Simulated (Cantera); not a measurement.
Cantera run:

```python
import numpy as np
import cantera as ct

gas_names = """
    C CN CO CO2 C2 CCN CNC C2N2 C2O C3 C3O2 C4 C4N2 C5 Fe FeC5O5 FeO N NCO NO NO2 NO3 N2 N2O O O2 O3
""".split()
cond_names = """
    C(gr) Fe(a) Fe(c) Fe(d) Fe(L) FeC5O5(L) FeO(s) FeO(L) Fe2O3(s) Fe3O4(s)
""".split()


# ... load() reads the species with a 1 bar reference pressure and builds the phases ...
atoms = {
    'Fe': {'Fe': 1},
    'CO': {'C': 1, 'O': 1},
    'N2': {'N': 2},
}
top_T = {'C(gr)': 4500, 'Fe2O3(s)': 1830, 'Fe3O4(s)': 1870}  # K; cautious upper limits of use, not melting points


# ... equilibrate(T, P, feed) seeds the gas with the atoms and calls Mixture.equilibrate('TP', solver="vcs", rtol=1e-11, max_steps=5000) ...
results = []
feed = {'Fe': 1, 'CO': 0.78, 'N2': 3.8}  # mol
T = 1875  # K
P = 9900  # Pa
mix = equilibrate(T, P, feed)
results.append((T, P, feed, dict(zip(mix.species_names, mix.species_moles))))
print(gas.report(threshold=1e-06))
for i in range(1, mix.n_phases):
    print(f"{mix.phase(i).name:16s} {mix.phase_moles(i):12.5e} mol")
```

It prints:

```
       temperature   1875 K
          pressure   9900 Pa
           density   0.017804 kg/m^3
  mean mol. weight   28.036 kg/kmol
   phase of matter   gas

                          1 kg             1 kmol
                     ---------------   ---------------
          enthalpy        1.1849e+06         3.322e+07  J
   internal energy        6.2886e+05        1.7631e+07  J
           entropy            9769.8        2.7391e+05  J/K
    Gibbs function       -1.7133e+07       -4.8036e+08  J
 heat capacity c_p              1277             35801  J/K
 heat capacity c_v            980.39             27486  J/K

                      mass frac. Y      mole frac. X     chem. pot. / RT
                     ---------------   ---------------   ---------------
                CO           0.17001           0.17017           -38.658
                Fe         0.0016323        0.00081946           -7.3837
                N2           0.82836           0.82901           -29.225
     [  +24 minor]        7.6717e-07        5.2583e-07

C(gr)             0.00000e+00 mol
Fe(L)             9.96244e-01 mol
FeC5O5(L)         0.00000e+00 mol
FeO(L)            0.00000e+00 mol
```

Cantera equilibrium calculation (NASA polynomials, part measured and part estimated; ideal gas, pure solids and liquids).
